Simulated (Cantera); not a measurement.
Charge: 1 mol SiCl4, 3.7 mol HCl, 10 mol H2, 0.13 mol C3H8, held at 677 °C.

Equilibrium computed with Cantera from the NASA thermochemical tables; the gas is ideal and each condensed phase is pure. Candidate condensed phases: C, C6H6, C7H8, C8H18, Si, SiC; 109 gas species. The tables' values for SiCl3 are old estimates; treat these amounts as uncertain. The numbers say what is thermodynamically allowed, not how fast it happens.

x: gas mole fraction; n: condensed amount in mol.

| P (Pa) | x H2 | x HCl | x SiCl4 | x CH4 | x SiHCl3 | n C(graphite) | n SiC(s) |
|---|---|---|---|---|---|---|---|
| 100 | 0.683 | 0.255 | 0.0617 | 7.81e-5 | 0.000759 | ___ | 0.0422 |
| 400 | 0.690 | 0.244 | 0.0647 | 0.000319 | 0.000839 | 0.385 | 0 |
| 1600 | 0.689 | 0.244 | 0.0649 | 0.00127 | 0.000838 | 0.371 | 0 |
| 6300 | 0.684 | 0.245 | 0.0652 | 0.00494 | 0.000833 | ___ | 0 |
| 25000 | 0.666 | 0.248 | 0.0661 | 0.0186 | 0.000813 | ___ | 0 |
| 100000 | 0.656 | 0.250 | 0.0666 | 0.0263 | 0.000801 | ___ | 0 |

**Question.** What belongs in the gaps?

**Answer.** 
- 100, n C(graphite): 0.347
- 6300, n C(graphite): 0.315
- 25000, n C(graphite): 0.112
- 100000, n C(graphite): 0
